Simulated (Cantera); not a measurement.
Input: 1 mol Si3N4, 14 mol Cl2, 6.3 mol N2, held at 1673 K and 13.3 mbar.

Equilibrium computed with Cantera from the NASA thermochemical tables; the gas is ideal and each condensed phase is pure. Candidate condensed phases: Si, Si3N4; 13 gas species. The tables' values for SiCl3 are old estimates; treat these amounts as uncertain. Rates play no part.

Base state: Cl 0.449, N2 0.333, SiCl4 0.120, Cl2 0.0972, SiCl3 0.000923, SiCl2 1.49e-5 (mole fractions); condensed: gas only.

What changes in the equilibrium state with this change: Cl2 from 14 to 0.87 mol?


| species | before | after |
|---|---|---|
| N2 | 0.333 | 0.890 |
| SiCl2 | 1.49e-5 | 0.105 |
| SiCl3 | 0.000923 | 0.00437 |
| Cl | 0.449 | 0.000301 |
| SiCl4 | 0.120 | 0.000379 |
| Cl2 | 0.0972 | 4.36e-8 |
| SiCl | <1e-9 | 5.27e-5 |
| Si3N4(s), mol | 0 | 0.717 |
The tables' values for SiCl3, SiCl are old estimates; treat these amounts as uncertain.

What changes in the equilibrium state with this change: Cl2 from 14 to 1.2 mol?


```
species          before     after
-------------  --------  --------
N2                0.333     0.858
SiCl2           1.49e-5     0.135
SiCl3          0.000923   0.00626
Cl                0.449  0.000336
Cl2              0.0972   5.44e-8
SiCl4             0.120  0.000606
SiCl              <1e-9   6.03e-5
Si3N4(s), mol         0     0.611
```
The tables' values for SiCl3, SiCl are old estimates; treat these amounts as uncertain.

What changes in the equilibrium state with this change: temperature from 1673 K to 1425 K?


```csv
species,before,after
N2,0.333,0.395
Cl2,0.0972,0.299
Cl,0.449,0.163
SiCl4,0.120,0.143
SiCl2,1.49e-5,1.40e-8
SiCl3,0.000923,2.25e-5
```
